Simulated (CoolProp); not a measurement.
The numbers come from the reference Helmholtz-energy equation of state, Thol 2019 in CoolProp.

Task: For n-pentane, give the phase and the cp (kJ/(kg K)), viscosity (µPa s) at 559.6 K and 0.0906 MPa; 313.1 K and 0.451 MPa; 580 K and 0.135 MPa.

Result: 
- 559.6 K and 0.0906 MPa: gas; cp 2.76, viscosity 12.6
- 313.1 K and 0.451 MPa: liquid; cp 2.39, viscosity 156
- 580 K and 0.135 MPa: gas; cp 2.83, viscosity 13.0

Viscosity comes from a separate model (Quiñones-Cisneros 2006), older than the equation that it now runs on, and unchecked against measurements.
